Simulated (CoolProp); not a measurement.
Methane at 298.15 K and 0.249 MPa flows at 0.3 m/s in a round tube of 12.7 mm bore and 1.5 µm roughness, fully developed (64/Re and Nu = 3.66 if laminar; Colebrook and Gnielinski if turbulent). Each further row changes one setting.

The numbers come from the reference Helmholtz-energy equation of state, Setzmann 1991 in CoolProp.

```json
[
 {"case": "as stated", "Reynolds number": "550", "Darcy friction factor": "0.116", "pressure drop (Pa/m)": "0.668", "heat-transfer coefficient (W/(m² K))": "9.87", "mass flow (kg/h)": "0.221"},
 {"case": "velocity 0.6 m/s", "Reynolds number": "1100", "Darcy friction factor": "0.0582", "pressure drop (Pa/m)": "1.34", "heat-transfer coefficient (W/(m² K))": "9.87", "mass flow (kg/h)": "0.443"},
 {"case": "diameter 25.4 mm", "Reynolds number": "1100", "Darcy friction factor": "0.0582", "pressure drop (Pa/m)": "0.167", "heat-transfer coefficient (W/(m² K))": "4.93", "mass flow (kg/h)": "0.886"}
]
```

Viscosity comes from a separate model (Quiñones-Cisneros 2006). Thermal conductivity comes from a separate model (Friend 1989).
